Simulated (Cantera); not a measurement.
**Ammonia decomposition in nitride growth gas**

An isothermal, constant-pressure homogeneous reactor starts with NH3 : N2 : H2 = 1 : 0.96 : 0.059 (molar parts), at 1725 K and 0.140 bar.

Model: the gas-phase N/H chemistry of the illustrative SiF4/NH3 mechanism in the Surface Chemkin manual (1991), integrated in Cantera. Walls and surfaces, which speed up NH3 decomposition in real reactors, are not modelled.

| t (s) | x NH3 | x NH2 | x H | x N | x NH | x N2H2 |
|---|---|---|---|---|---|---|
| 2.00e-5 | 0.495 | 8.55e-7 | 4.46e-8 | <1e-12 | 7.83e-12 | 2.01e-12 |
| 8.60e-5 | 0.495 | 3.76e-6 | 1.11e-7 | <1e-12 | 2.86e-10 | 1.13e-10 |
| 0.000369 | 0.495 | 1.62e-5 | 3.97e-7 | 1.62e-11 | 8.78e-9 | 3.53e-9 |
| 0.00159 | 0.495 | 6.87e-5 | 1.61e-6 | 1.59e-9 | 1.67e-7 | 8.35e-8 |
| 0.00682 | 0.495 | 0.000204 | 4.83e-6 | 2.25e-8 | 1.17e-6 | 9.25e-7 |
| 0.0293 | 0.492 | 0.000220 | 5.71e-6 | 2.87e-8 | 1.37e-6 | 1.11e-6 |
| 0.126 | 0.481 | 0.000214 | 7.63e-6 | 3.55e-8 | 1.43e-6 | 1.07e-6 |
| 0.541 | 0.436 | 0.000195 | 1.54e-5 | 5.25e-8 | 1.54e-6 | 9.20e-7 |
| 2.33 | 0.298 | 0.000147 | 4.29e-5 | 7.04e-8 | 1.46e-6 | 5.28e-7 |
| 10.0 | 0.0906 | 6.34e-5 | 0.000116 | 7.09e-8 | 9.47e-7 | 1.04e-7 |
x: mole fraction; the columns are a selection and need not sum to one.

Equilibrium at this temperature and pressure: NH3 1.23e-6, NH2 2.20e-9, H 0.000359, N 1.68e-11, NH 8.53e-11, N2H2 <1e-12 (gas phase only).
